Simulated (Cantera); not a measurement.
A freely propagating, adiabatic, planar premixed flame of 8.58 % CH3OH, 19.2 % O2, 72.2 % N2, equivalence ratio 0.67, unburnt at 423 K and 16000 Pa; mixture-averaged transport, grid criteria slope 0.08 and curve 0.16, no radiation.

Detailed kinetics in Cantera: GRI-Mech 3.0 (53 species, 325 reactions). GRI-Mech 3.0 was tuned for natural gas; its chemistry of methanol as a main component is partial and can be far from experiment. Burning velocities carry a grid error of a few per cent, more on coarse grids.

Question: Predict: laminar burning velocity; thermal thickness; peak x(HCO); peak x(C2H6); peak x(CH4).

Answer: 
| Item | Result |
|---|---|
| laminar burning velocity | 47.2 cm/s |
| thermal thickness | 2.41 mm |
| peak x(HCO) | 8.35e-5 |
| peak x(C2H6) | 3.19e-8 |
| peak x(CH4) | 1.76e-5 |
